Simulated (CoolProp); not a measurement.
A closed Brayton cycle with nitrogen: compressor inlet 321.15 K and 5.4 MPa, high pressure 16.8 MPa, turbine inlet 800 K, compressor efficiency 0.8, turbine efficiency 0.93, recuperator effectiveness 0 (on enthalpy, no pinch check). Each further row changes one setting.

Model: reference Helmholtz-energy equation of state, Span 2000, in CoolProp.

```
case                           thermal efficiency (%)  net work (kJ/kg)  compressor to turbine work  compressor exit (K)  turbine exit (K)
-----------------------------  ----------------------  ----------------  --------------------------  -------------------  ----------------
as stated                                           …              59.0                        0.74                476.3             602.5
turbine inlet 750 K                                 …              44.8                        0.79                476.3             563.2
compressor inlet 331.15 K                        15.4                 …                           …                490.9             602.5
high pressure 14.3 MPa                              …              58.3                           …                451.1                 …
recuperator effectiveness 0.5                    19.9              59.0                        0.74                476.3             602.5
```

Question: Complete the blanks.

Answer: 
- as stated, thermal efficiency (%): 16.2
- turbine inlet 750 K, thermal efficiency (%): 14.6
- compressor inlet 331.15 K, net work (kJ/kg): 53.6
- compressor inlet 331.15 K, compressor to turbine work: 0.76
- high pressure 14.3 MPa, thermal efficiency (%): 14.9
- high pressure 14.3 MPa, compressor to turbine work: 0.70
- high pressure 14.3 MPa, turbine exit (K): 627.5
